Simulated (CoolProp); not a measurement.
Properties of n-heptane along the isobar 3.5 MPa.

The numbers come from the reference Helmholtz-energy equation of state, Span 2003 in CoolProp. It is a short technical equation, of lower accuracy than the large ones.

```tsv
T (°C)	phase	density (kg/m³)	cp (kJ/(kg K))	Joule-Thomson coefficient (K/MPa)	isothermal compressibility (1/MPa)	fugacity coefficient
75.55	liquid	640.3	2.439	-0.3369	0.002121	0.01641
94.75	liquid	623.3	2.525	-0.2981	0.002540	0.02965
113.95	liquid	605.7	[?]	-0.2531	0.003086	0.04965
133.15	liquid	[?]	2.706	[?]	0.003817	0.07793
152.25	liquid	567.8	2.802	-0.1330	0.004828	0.1155
171.45	liquid	[?]	2.905	-0.04594	0.006309	0.1635
190.65	liquid	523.8	3.017	0.07505	[?]	0.2219
209.85	liquid	497.9	3.148	0.2578	0.01254	0.2902
229.05	liquid	467.4	3.314	0.5693	0.02026	[?]
248.25	liquid	428.8	3.571	1.215	0.03966	0.4503
267.45	liquid	370.7	4.176	3.187	0.1222	0.5359
286.65	supercritical	231.3	7.285	14.88	1.187	0.6147
```

**Question.** Complete the blanks.

**Answer.** 
- 113.95, cp (kJ/(kg K)): 2.614
- 133.15, density (kg/m³): 587.2
- 133.15, Joule-Thomson coefficient (K/MPa): -0.1994
- 171.45, density (kg/m³): 546.8
- 190.65, isothermal compressibility (1/MPa): 0.008613
- 229.05, fugacity coefficient: 0.3671
